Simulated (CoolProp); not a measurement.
Saturation properties of R152A (Tc = 386.4 K, pc = 45.17 bar, ω = 0.275).

Model: reference Helmholtz-energy equation of state, Outcalt 1996, in CoolProp. It is a modified Benedict-Webb-Rubin equation, recast in Helmholtz form.

```json
[
 {"T (K)": "175.5", "p (bar)": "0.007357", "liquid density (kg/m³)": "1154", "vapour density (kg/m³)": "0.03334", "liquid cp (kJ/(kg K))": "1.519", "liquid viscosity (µPa s)": "1080", "vapour viscosity (µPa s)": "6.46"},
 {"T (K)": "187.2", "p (bar)": "0.02188", "liquid density (kg/m³)": "1133", "vapour density (kg/m³)": "0.09312", "liquid cp (kJ/(kg K))": "1.526", "liquid viscosity (µPa s)": "815", "vapour viscosity (µPa s)": "6.90"},
 {"T (K)": "198.8", "p (bar)": "0.05566", "liquid density (kg/m³)": "1111", "vapour density (kg/m³)": "0.2237", "liquid cp (kJ/(kg K))": "1.534", "liquid viscosity (µPa s)": "?", "vapour viscosity (µPa s)": "7.33"},
 {"T (K)": "210.5", "p (bar)": "?", "liquid density (kg/m³)": "1088", "vapour density (kg/m³)": "0.4819", "liquid cp (kJ/(kg K))": "1.548", "liquid viscosity (µPa s)": "520", "vapour viscosity (µPa s)": "?"},
 {"T (K)": "222.2", "p (bar)": "0.2597", "liquid density (kg/m³)": "1066", "vapour density (kg/m³)": "0.9442", "liquid cp (kJ/(kg K))": "1.566", "liquid viscosity (µPa s)": "430", "vapour viscosity (µPa s)": "8.22"},
 {"T (K)": "233.8", "p (bar)": "0.4882", "liquid density (kg/m³)": "1043", "vapour density (kg/m³)": "1.703", "liquid cp (kJ/(kg K))": "1.588", "liquid viscosity (µPa s)": "?", "vapour viscosity (µPa s)": "8.67"},
 {"T (K)": "245.5", "p (bar)": "0.8606", "liquid density (kg/m³)": "1019", "vapour density (kg/m³)": "2.896", "liquid cp (kJ/(kg K))": "1.615", "liquid viscosity (µPa s)": "308", "vapour viscosity (µPa s)": "9.12"},
 {"T (K)": "257.2", "p (bar)": "1.430", "liquid density (kg/m³)": "994.1", "vapour density (kg/m³)": "?", "liquid cp (kJ/(kg K))": "1.647", "liquid viscosity (µPa s)": "264", "vapour viscosity (µPa s)": "9.57"},
 {"T (K)": "268.9", "p (bar)": "2.260", "liquid density (kg/m³)": "?", "vapour density (kg/m³)": "7.207", "liquid cp (kJ/(kg K))": "1.683", "liquid viscosity (µPa s)": "228", "vapour viscosity (µPa s)": "10.0"},
 {"T (K)": "280.5", "p (bar)": "3.411", "liquid density (kg/m³)": "942.3", "vapour density (kg/m³)": "10.69", "liquid cp (kJ/(kg K))": "1.724", "liquid viscosity (µPa s)": "199", "vapour viscosity (µPa s)": "10.5"},
 {"T (K)": "292.2", "p (bar)": "4.981", "liquid density (kg/m³)": "914.3", "vapour density (kg/m³)": "15.46", "liquid cp (kJ/(kg K))": "1.772", "liquid viscosity (µPa s)": "173", "vapour viscosity (µPa s)": "11.0"},
 {"T (K)": "303.9", "p (bar)": "7.047", "liquid density (kg/m³)": "884.6", "vapour density (kg/m³)": "21.82", "liquid cp (kJ/(kg K))": "1.830", "liquid viscosity (µPa s)": "151", "vapour viscosity (µPa s)": "11.5"},
 {"T (K)": "315.5", "p (bar)": "9.677", "liquid density (kg/m³)": "853.1", "vapour density (kg/m³)": "30.16", "liquid cp (kJ/(kg K))": "1.900", "liquid viscosity (µPa s)": "?", "vapour viscosity (µPa s)": "?"}
]
```

Complete the blanks.


- 198.8, liquid viscosity (µPa s): 642
- 210.5, p (bar): 0.1264
- 210.5, vapour viscosity (µPa s): 7.78
- 233.8, liquid viscosity (µPa s): 362
- 257.2, vapour density (kg/m³): 4.670
- 268.9, liquid density (kg/m³): 968.6
- 315.5, liquid viscosity (µPa s): 132
- 315.5, vapour viscosity (µPa s): 12.0

It boils at 249.1 K under 1 atm.

Viscosity comes from a separate model (Bell 2016), an estimate that may be off by 10 % or more.
